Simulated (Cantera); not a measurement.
## Ignition delay

Mixture: CH₃OH : O₂ : N₂ : CO₂ = 1 : 1.63 : 6.13 : 1.9 (molar parts), equivalence ratio 0.92, at 27.6 atm, adiabatic and at constant volume. Ignition delay is the time to a rise of 400 K.

Cantera simulation using GRI-Mech 3.0 (53 species, 325 reactions); the numbers are that mechanism's predictions, not measurements. GRI-Mech 3.0 was tuned for natural gas; its chemistry of methanol as a main component is partial and can be far from experiment. The pressure lies above the range GRI-Mech 3.0 was tuned for (to about 10 atm).

```json
[
 {"T0 (K)": "1225", "delay (ms)": "0.508"},
 {"T0 (K)": "1300", "delay (ms)": "0.162"},
 {"T0 (K)": "1375", "delay (ms)": "0.0594"},
 {"T0 (K)": "1450", "delay (ms)": "0.0248"},
 {"T0 (K)": "1525", "delay (ms)": "0.0116"},
 {"T0 (K)": "1600", "delay (ms)": "0.00594"},
 {"T0 (K)": "1675", "delay (ms)": "0.00330"},
 {"T0 (K)": "1750", "delay (ms)": "0.00194"}
]
```

```
Property                                                 Value
--------------------------------------------------  ----------
apparent activation energy between 1600 and 1750 K  170 kJ/mol
```
